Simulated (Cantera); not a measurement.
Input: 1 mol Fe2O3, 6.7 mol C, 2.3 mol CO, at 1902 °C and 1.33 mbar.

Method: chemical equilibrium by Gibbs-energy minimisation in Cantera with the NASA 1993 tables (ideal gas, pure condensed phases). Candidate condensed phases: C, Fe, Fe(CO)5, FeO, Fe2O3, Fe3O4; 15 gas species. Rates play no part.

Base state: CO 0.726, Fe 0.274 (mole fractions); condensed: C(graphite).

**Question.** What changes in the equilibrium state with this change: temperature from 1902 °C to 1227 °C?

**Answer.** 
```
species           before     after
----------------  ------  --------
CO                 0.726     1.000
Fe                 0.274  0.000113
C(graphite), mol    3.70      3.70
Fe(γ), mol             0      2.00
```
Iron dissolves carbon and melts from about 1420 K in contact with it, which pure phases cannot show. Condensed phases not in the tables: cementite and carbon dissolved in iron.

**Question.** What changes in the equilibrium state with this change: pressure from 1.33 mbar to 3.40 bar?

**Answer.** 
```
species            before     after
----------------  -------  --------
CO                  0.726     0.999
Fe                  0.274  0.000647
CO2               8.37e-9   4.04e-5
C(graphite), mol     3.70      3.70
Fe(l), mol              0      2.00
```
Iron dissolves carbon and melts from about 1420 K in contact with it, which pure phases cannot show. Condensed phases not in the tables: cementite and carbon dissolved in iron.

**Question.** What changes in the equilibrium state with this change: pressure from 1.33 mbar to 0.710 bar?

**Answer.** 
```
species           before    after
----------------  ------  -------
CO                 0.726    0.997
Fe                 0.274  0.00310
C(graphite), mol    3.70     3.70
Fe(l), mol             0     1.98
```
Iron dissolves carbon and melts from about 1420 K in contact with it, which pure phases cannot show. Condensed phases not in the tables: cementite and carbon dissolved in iron.
